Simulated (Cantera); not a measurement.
Cantera run:

```python
import numpy as np
import cantera as ct

gas_names = """
    Cr CrN CrO CrO2 CrO3 H HNO HNO2 HNO3 HO2 H2 H2O H2O2 N NH NH2 NH3 NH2OH NO NO2 NO3 N2 N2H2 N2H4 N2O
    O OH O2 O3
""".split()
cond_names = """
    Cr(cr) Cr(L) CrN(s) Cr2N(s) Cr2O3(s) Cr2O3(L) H2O(s) H2O(L)
""".split()


# ... load() reads the species with a 1 bar reference pressure and builds the phases ...
atoms = {
    'Cr': {'Cr': 1},
    'NH3': {'N': 1, 'H': 3},
    'O2': {'O': 2},
}
top_T = {'CrN(s)': 1900, 'Cr2N(s)': 1900}  # K; cautious upper limits of use, not melting points


# ... equilibrate(T, P, feed) seeds the gas with the atoms and calls Mixture.equilibrate('TP', solver="vcs", rtol=1e-11, max_steps=5000) ...
results = []
feed = {'Cr': 1, 'NH3': 0.23, 'O2': 0.44}  # mol
T = 1423.15  # K
for P in [0.1, 0.75, 5.6, 42, 320, 2400, 18000, 130000, 1000000]:
    mix = equilibrate(T, P, feed)
    results.append((T, P, feed, dict(zip(mix.species_names, mix.species_moles))))

top = {s: max(r[3][s] / sum(r[3][g] for g in gas_names) for r in results) for s in gas_names}
cols = sorted((s for s in top if top[s] > 0.001), key=lambda s: -top[s])[:5]
seen = [c for c in cond_names if any(r[3].get(c, 0) > 1e-12 for r in results)]
print("log10 of partial pressures in bar; condensed amounts in mol")
print(f"{'P/Pa':>10s}" + "".join(f"{s[:9]:>10s}" for s in cols + seen))
for T, P, feed, n in results:
    ng = sum(n[g] for g in gas_names)
    print(f"{P:10.4g}" + "".join(f"{np.log10(max(n[s] / ng * P / 1e5, 1e-99)):10.3f}" for s in cols)
          + "".join(f"{n.get(c, 0):10.4g}" for c in seen))
```

Result:

```
log10 of partial pressures in bar; condensed amounts in mol
      P/Pa        H2        N2        Cr         H       H2O    Cr(cr)   Cr2N(s)  Cr2O3(s)
       0.1    -6.177    -6.652    -6.975    -8.265    -9.316    0.3589         0    0.2932
      0.75    -5.257    -5.734    -6.975    -7.806    -8.397    0.4069         0    0.2932
       5.6    -4.378    -4.855    -6.975    -7.366    -7.518    0.4126         0    0.2932
        42    -3.502    -3.979    -6.975    -6.928    -6.642    0.4134         0    0.2932
       320    -2.620    -3.097    -6.975    -6.487    -5.759    0.4135         0    0.2932
      2400    -1.745    -2.222    -6.975    -6.049    -4.884    0.4135         0    0.2932
   1.8e+04    -0.792    -1.735    -6.975    -5.573    -3.931    0.1106    0.1515    0.2932
   1.3e+05     0.099    -1.373    -7.066    -5.127    -2.980         0    0.2068    0.2932
     1e+06     0.985    -0.489    -7.287    -4.684    -1.946         0    0.2068    0.2932
```

Method: chemical equilibrium by Gibbs-energy minimisation in Cantera with the NASA 1993 tables (ideal gas, pure condensed phases). Mutual solubility and eutectic melting of coexisting phases are not modelled.
